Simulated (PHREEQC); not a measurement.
Model water analysis in mg/L, 90 °C, pH 6.26, pe 8.9:

```json
[
 {"constituent": "Na", "mg/L": "12.5"},
 {"constituent": "K", "mg/L": "55.7"},
 {"constituent": "Ca", "mg/L": "2.33"},
 {"constituent": "Mg", "mg/L": "1.77"},
 {"constituent": "Cl", "mg/L": "39.1"},
 {"constituent": "S(6) as SO4", "mg/L": "9.2"},
 {"constituent": "Alkalinity as HCO3", "mg/L": "61.4"},
 {"constituent": "N(5) as NO3", "mg/L": "1.01"}
]
```

Valence states are taken as typed.

Equilibrium calculation in PHREEQC: ion-association model, phreeqc.dat.

This is a speciation only: nothing precipitates in the calculation.

Task: Predict the specific conductance.

Result: specific conductance 784 µS/cm.

Task: In which forms is Mg present?

Result: Mg+2 94 %, MgSO4 4.7 %, MgHCO3+ 1.6 % of the Mg.

Away from 25 °C the constants follow the database's enthalpies or fits; those with neither stay at their 25 °C values.
